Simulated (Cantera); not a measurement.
Charge: 1 mol HMDSO, 3.3 mol O2, 5.4 mol N2, held at 17.0 Pa.

These are equilibrium values from Cantera (NASA tables, ideal gas, pure condensed phases), not measurements of a reactor. Candidate condensed phases: C, C6H6, C7H8, C8H18, H2O, Si, SiC, SiO2, Si2N2O, Si3N4; 151 gas species. The feed counts by its element totals alone. The tables' values for SiN are old estimates; treat these amounts as uncertain. Equilibrium is a limit: real reactors are often held back by kinetics, nucleation or transport.

**Question.** At 1850 K, list the 6 most abundant gas species with their mole fractions, and the condensed phases.

**Answer.** H2 0.388, CO 0.262, N2 0.240, SiO 0.0763, H 0.0257, Si 0.00771. Condensed: SiC(s).
